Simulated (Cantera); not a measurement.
## Thermodynamics of carbothermic reduction, feed PbO + C + N2

Input: 1 mol PbO, 1.4 mol C, 2.4 mol N2, at 13.3 mbar.

Equilibrium computed with Cantera from the NASA thermochemical tables; the gas is ideal and each condensed phase is pure. Candidate condensed phases: C, Pb, PbO, PbO2, Pb3O4; 27 gas species. Kinetics and transport are ignored.

```csv
T (K),x N2,x CO,x Pb,x CN,x CO2,n C(graphite),n Pb(l)
1048,0.704,0.293,0.00335,<1e-12,0.000253,0.401,0.989
1248,0.637,0.265,0.0975,<1e-12,9.28e-6,0.400,0.633
1448,0.545,0.227,0.227,1.65e-10,7.36e-7,0.400,0
1648,0.545,0.227,0.227,1.35e-8,1.40e-7,0.400,0
1848,0.545,0.227,0.227,4.21e-7,3.89e-8,0.400,0
2048,0.545,0.227,0.227,6.66e-6,1.41e-8,0.400,0
2248,0.545,0.227,0.227,6.41e-5,6.20e-9,0.400,0
2448,0.545,0.227,0.227,0.000424,3.15e-9,0.398,0
```
x: gas mole fraction; n: condensed amount in mol.

From 1048 K to 1248 K the condensed part is C(graphite) + Pb(l). From 1448 K to 2448 K the condensed part is C(graphite). The main Pb-bearing gas is Pb throughout.
